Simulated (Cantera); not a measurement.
Equilibrium for titanium nitride, carbide and oxide coatings: Ti(OiPr)4 + CH4 + H2

A closed system holds: 1 mol Ti(OiPr)4, 1.1 mol CH4, 5.9 mol H2, at 1525 K.

Method: chemical equilibrium by Gibbs-energy minimisation in Cantera with the NASA 1993 tables (ideal gas, pure condensed phases). Candidate condensed phases: C, C6H6, C7H8, C8H18, H2O, Ti, TiC, TiO, TiO2, Ti2O3, Ti3O5, Ti4O7; 113 gas species. The feed counts by its element totals alone. TiC: taken at fixed stoichiometry. Equilibrium is a limit: real reactors are often held back by kinetics, nucleation or transport.

```csv
P (Pa),x H2,x CO,x H,x CH4,x H2O,n C(graphite),n TiC(s)
10,0.845,0.153,0.00217,1.63e-7,1.86e-8,8.10,1.00
37,0.846,0.153,0.00113,6.04e-7,6.89e-8,8.10,1.00
140,0.846,0.153,0.000582,2.29e-6,2.61e-7,8.10,1.00
520,0.846,0.153,0.000302,8.50e-6,9.70e-7,8.10,1.00
1900,0.847,0.153,0.000158,3.11e-5,3.55e-6,8.10,1.00
7200,0.847,0.153,8.11e-5,0.000118,1.34e-5,8.10,1.00
27000,0.846,0.153,4.19e-5,0.000441,5.04e-5,8.09,1.00
100000,0.845,0.153,2.17e-5,0.00163,0.000186,8.06,1.00
```
x: gas mole fraction; n: condensed amount in mol.

From 0.0750 Torr to 750 Torr the condensed part is C(graphite) + TiC(s).
